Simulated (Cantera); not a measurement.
**Premixed flame**

A freely propagating, adiabatic, planar premixed flame of 5.06 % C2H4, 17.0 % O2, 71.8 % N2, 6.07 % H2O, equivalence ratio 0.89, unburnt at 450 K and 1.01 bar; multicomponent+Soret transport, grid criteria slope 0.08 and curve 0.16, no radiation.

Computed with Cantera and GRI-Mech 3.0 (53 species, 325 reactions). GRI-Mech 3.0 was tuned for natural gas; its chemistry of ethylene as a main component is partial and can be far from experiment. Burning velocities carry a grid error of a few per cent, more on coarse grids.

```
z (mm)   T (K)  u (m/s)    x C2H4    x O2   x H2O    x C2H2    x H2O2      x CO
-------  -----  -------  --------  ------  ------  --------  --------  --------
-0.968     450     1.02    0.0506   0.170  0.0607     <1e-8   1.62e-8   7.40e-7
-0.646     450     1.02    0.0506   0.170  0.0607   6.05e-8   2.74e-7   1.25e-5
-0.484     452     1.03    0.0505   0.170  0.0608   4.27e-7   1.57e-6   7.20e-5
-0.323     469     1.07    0.0503   0.169  0.0616   5.57e-6   1.40e-5  0.000679
-0.161     705     1.62    0.0438   0.152  0.0751  0.000152  0.000124    0.0109
-0.0807   1090     2.54    0.0271   0.119  0.0990  0.000576  0.000132    0.0313
0         1471     3.46   0.00769  0.0806   0.125   0.00104   1.26e-5    0.0535
0.0807    1665     3.94  0.000680  0.0559   0.138  0.000335   7.89e-7    0.0575
0.161     1734     4.08   2.33e-5  0.0449   0.141   2.19e-5   6.17e-7    0.0486
0.323     1806     4.22   1.95e-8  0.0367   0.141   3.44e-8   4.94e-7    0.0335
0.646     1893     4.39     <1e-8  0.0314   0.142     <1e-8   3.41e-7    0.0227
1.29      1983     4.57     <1e-8  0.0279   0.147     <1e-8   2.24e-7    0.0174
2.58      2060     4.73     <1e-8  0.0248   0.152     <1e-8   1.49e-7    0.0130
```
x: mole fraction of selected species; z is measured from the peak of heat release.

- laminar burning velocity = 102 cm/s
- thermal thickness = 0.323 mm
- peak x(C2H2) = 0.00104
- peak x(H2O2) = 0.000150
- peak x(CO) = 0.0585
- grid points = 152
